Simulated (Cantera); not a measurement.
What does this Cantera script print?

```python
import numpy as np
import cantera as ct

gas_names = """
    Br Br2 Mg MgBr MgBr2 MgO Mg2 O O2 O3
""".split()
cond_names = """
    Br2(cr) Br2(L) Mg(cr) Mg(L) MgBr2(s) MgBr2(L) MgO(s) MgO(L)
""".split()


# ... load() reads the species with a 1 bar reference pressure and builds the phases ...
atoms = {
    'MgO': {'Mg': 1, 'O': 1},
    'Br2': {'Br': 2},
}
top_T = {}  # K; cautious upper limits of use, not melting points


# ... equilibrate(T, P, feed) seeds the gas with the atoms and calls Mixture.equilibrate('TP', solver="vcs", rtol=1e-11, max_steps=5000) ...
results = []
feed = {'MgO': 1, 'Br2': 0.48}  # mol
T = 1250  # K
P = 860000  # Pa
mix = equilibrate(T, P, feed)
results.append((T, P, feed, dict(zip(mix.species_names, mix.species_moles))))
x = sorted(zip(gas.X, gas.species_names), reverse=True)
print(f"T = {T:g} K  P = {P:g} Pa  gas = {mix.phase_moles(0):.4g} mol")
print("   x: " + "  ".join(f"{s} {v:.3e}" for v, s in x if v > 0.001))
print("   condensed (mol): " + ("  ".join(f"{mix.phase(i).name} {mix.phase_moles(i):.4g}"
      for i in range(1, mix.n_phases) if mix.phase_moles(i) > 1e-12) or "none"))
```

Result:

```
T = 1250 K  P = 860000 Pa  gas = 0.4851 mol
   x: Br2 9.785e-01  Br 2.059e-02
   condensed (mol): MgO(s) 0.9997
```

Equilibrium computed with Cantera from the NASA thermochemical tables; the gas is ideal and each condensed phase is pure.
